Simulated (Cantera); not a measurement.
A Cantera script and what it prints.

```python
import numpy as np
import cantera as ct

gas_names = [...]  # 123 gases of nasa_gas.yaml made of C, H, O, Si
cond_names = """
    C(gr) C6H6(L) C7H8(L) C8H18(L),n-octa H2O(s) H2O(L) Si(cr) Si(L) SiC(b) SiO2(Lqz) SiO2(hqz) SiO2(L)
""".split()


# ... load() reads the species with a 1 bar reference pressure and builds the phases ...
atoms = {
    'SiO2': {'Si': 1, 'O': 2},
    'CO': {'C': 1, 'O': 1},
    'H2': {'H': 2},
    'CH4': {'C': 1, 'H': 4},
}
top_T = {'C(gr)': 4500, 'SiC(b)': 3050}  # K; cautious upper limits of use, not melting points


# ... equilibrate(T, P, feed) seeds the gas with the atoms and calls Mixture.equilibrate('TP', solver="vcs", rtol=1e-11, max_steps=5000) ...
results = []
feed = {'SiO2': 1, 'CO': 9.2, 'H2': 5.7, 'CH4': 4}  # mol
P = 12000  # Pa
for T in [1298, 1398, 1498, 1598, 1698, 1798, 1898, 1998]:
    mix = equilibrate(T, P, feed)
    results.append((T, P, feed, dict(zip(mix.species_names, mix.species_moles))))

top = {s: max(r[3][s] / sum(r[3][g] for g in gas_names) for r in results) for s in gas_names}
cols = sorted((s for s in top if top[s] > 1e-06), key=lambda s: -top[s])[:5]
seen = [c for c in cond_names if any(r[3].get(c, 0) > 1e-12 for r in results)]
print("log10 of partial pressures in bar; condensed amounts in mol")
print(f"{'T/K':>10s}" + "".join(f"{s[:9]:>10s}" for s in cols + seen))
for T, P, feed, n in results:
    ng = sum(n[g] for g in gas_names)
    print(f"{T:10.4g}" + "".join(f"{np.log10(max(n[s] / ng * P / 1e5, 1e-99)):10.3f}" for s in cols)
          + "".join(f"{n.get(c, 0):10.4g}" for c in seen))
```

It prints:

```
log10 of partial pressures in bar; condensed amounts in mol
       T/K        H2        CO       SiO         H C2H2,acet     C(gr)    SiC(b) SiO2(hqz)
      1298    -1.144    -1.317    -8.362    -6.542    -7.398     4.001         0         1
      1398    -1.144    -1.317    -6.405    -5.897    -6.755     3.999         0    0.9999
      1498    -1.144    -1.317    -4.715    -5.337    -6.199     3.995         0    0.9963
      1598    -1.180    -1.269    -3.810    -4.864    -5.750     1.063    0.9678         0
      1698    -1.181    -1.270    -3.660    -4.430    -5.323     1.088    0.9546         0
      1798    -1.181    -1.270    -3.528    -4.044    -4.944     1.118    0.9384         0
      1898    -1.182    -1.271    -3.411    -3.698    -4.606     1.151    0.9192         0
      1998    -1.183    -1.273    -3.305    -3.386    -4.303     1.185    0.8964         0
```

These are equilibrium values from Cantera (NASA tables, ideal gas, pure condensed phases), not measurements of a reactor. The tables hold silica as quartz up to 1696 K and as liquid above; real silica turns to tridymite and cristobalite and melts near 1996 K.
